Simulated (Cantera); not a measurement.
Cantera run:

```python
import numpy as np
import cantera as ct

gas_names = """
    N S2 NO K SO3
""".split()
cond_names = """
    K2SO4(a) K2SO4(b) K2SO4(L) K(cr) K(L) S(cr1) S(cr2) S(L)
""".split()


# ... load() reads the species with a 1 bar reference pressure and builds the phases ...
species = {s.name: s for s in load("nasa_gas.yaml", gas_names) + load("nasa_condensed.yaml", cond_names)}
# Each term lists the table entries of one substance; the one whose range holds T is used.
reactions = {
    '2 K2SO4 + 8 N(g) = S2(g) + 8 NO(g) + 4 K(g)':
        [(-2, ['K2SO4(a)', 'K2SO4(b)', 'K2SO4(L)']), (-8, ['N']), (1, ['S2']), (8, ['NO']), (4, ['K'])],
    '6 K + 4 SO3(g) = 3 K2SO4 + S':
        [(-6, ['K(cr)', 'K(L)']), (-4, ['SO3']), (3, ['K2SO4(a)', 'K2SO4(b)', 'K2SO4(L)']), (1, ['S(cr1)', 'S(cr2)', 'S(L)'])],
}


def pick(names, T):
    return next(species[n] for n in names if species[n].thermo.min_temp <= T <= species[n].thermo.max_temp)


results = []
for label, terms in reactions.items():
    print(label)
    print("     T/K   dH/kJ  dS/(J/K)   dG/kJ   log10 K")
    for T in [425, 475, 525, 575, 625]:
        used = [(nu, pick(names, T)) for nu, names in terms]
        dH = sum(nu * s.thermo.h(T) for nu, s in used) / 1e6
        dS = sum(nu * s.thermo.s(T) for nu, s in used) / 1e3
        dG = dH - T * dS / 1e3
        logK = -dG * 1e6 / (ct.gas_constant * T * np.log(10))
        results.append((label, T, dH, dS, dG, logK, [s.name for _, s in used]))
        print(f"{T:8g} {dH:8.1f} {dS:8.1f} {dG:8.1f} {logK:8.2f}")
```

Output:

```
2 K2SO4 + 8 N(g) = S2(g) + 8 NO(g) + 4 K(g)
     T/K   dH/kJ  dS/(J/K)   dG/kJ   log10 K
     425    296.7    945.2   -105.0    12.91
     475    290.9    932.4   -152.0    16.71
     525    284.7    919.9   -198.3    19.73
     575    277.9    907.7   -244.0    22.16
     625    270.8    895.7   -289.1    24.16
6 K + 4 SO3(g) = 3 K2SO4 + S
     T/K   dH/kJ  dS/(J/K)   dG/kJ   log10 K
     425  -2736.5   -877.3  -2363.7   290.50
     475  -2732.8   -869.1  -2320.0   255.12
     525  -2728.6   -860.6  -2276.8   226.52
     575  -2723.8   -852.0  -2233.9   202.93
     625  -2718.6   -843.3  -2191.6   183.16
```

Standard-state values (1 bar) from the NASA 1993 polynomials, evaluated with Cantera. Condensed species are held in their standard states even where they would react or evaporate.
